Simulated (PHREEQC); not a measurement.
A solution holds 150 mmol/kgw ZnCl2, 1 mmol/kgw KCl and 0.27 mmol/kgw HCl, at 50 °C. Closed to the air; pH follows from the charge balance.

All values are PHREEQC results (ion-association model, phreeqc.dat), not measurements.

No solid was allowed to form.

**Question.** Predict the pH.

**Answer.** pH 3.68.

**Question.** In which forms is Cl present?

**Answer.** Cl- 81 %, ZnCl+ 14 %, ZnCl2 3.2 %, ZnCl3- 1.6 %, ZnCl4-2 0.6 % of the Cl.

Constants without temperature data keep their 25 °C values here.
